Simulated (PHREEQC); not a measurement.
A column of 0.2 m (40 cells, dispersivity 0.016 m, 300 s a shift, diffusion coefficient 3e-10 m²/s) holds 0.024 eq of the database's cation exchanger X per kg of pore water, first in equilibrium with 0.053 mol/kgw CdCl2, 0.0024 mol/kgw NaCl and 1e-05 mol/kgw HCl. It is flushed with 4.9 mmol/kgw CdCl2, 2.5 mmol/kgw MgSO4 and 0.01 mmol/kgw HCl, at 15 °C. Values are for the last cell. CO2 from the air is kept out. Precipitation was switched off in this run.

Model: ion-association model, phreeqc.dat, run in PHREEQC.

Task: Predict Mg in solution (mol/kgw) at pore volumes = 2.612, 3.212, 3.413, 4.213.

Result: 
| pore volumes | Mg in solution (mol/kgw) |
|---|---|
| 2.612 | 0.00151 |
| 3.212 | 0.00193 |
| 3.413 | 0.00204 |
| 4.213 | 0.00231 |
